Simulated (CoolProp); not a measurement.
Vapour-liquid equilibrium of propane (1) + R113 (2) at 287.3 K; x and y are mole fractions of (1).

Values from CoolProp's multi-fluid Helmholtz-energy mixture model, Lemmon 2009 and Marx 1992; pair parameters Bell 2016.

| x | bubble pressure (MPa) | y at the bubble point | dew pressure at overall composition x (MPa) | liquid density (mol/L) |
|---|---|---|---|---|
| 0.05 | 0.06918 | 0.598 | ___ | ___ |
| 0.2 | 0.1858 | 0.866 | ___ | 9.000 |
| 0.35 | 0.2925 | ___ | ___ | 9.421 |
| 0.5 | 0.3896 | 0.952 | 0.05625 | 9.868 |
| 0.65 | 0.4814 | 0.970 | ___ | 10.34 |
| 0.8 | 0.5742 | 0.983 | 0.1318 | 10.84 |
| 0.95 | 0.6766 | 0.996 | ___ | ___ |

### Question
Fill in the missing entries.

### Answer

- 0.05, dew pressure at overall composition x (MPa): 0.03018
- 0.05, liquid density (mol/L): 8.605
- 0.2, dew pressure at overall composition x (MPa): 0.03570
- 0.35, y at the bubble point: 0.925
- 0.35, dew pressure at overall composition x (MPa): 0.04369
- 0.65, dew pressure at overall composition x (MPa): 0.07890
- 0.95, dew pressure at overall composition x (MPa): 0.3786
- 0.95, liquid density (mol/L): 11.36

No azeotrope shows between x = 0.05 and 0.95.

Pair parameters are fitted to limited data, so mixtures are less certain than the pure fluids. The gap from Raoult's law changes sign with composition, which may be real or a fault of the pair parameters; it wasn't checked against measurements.
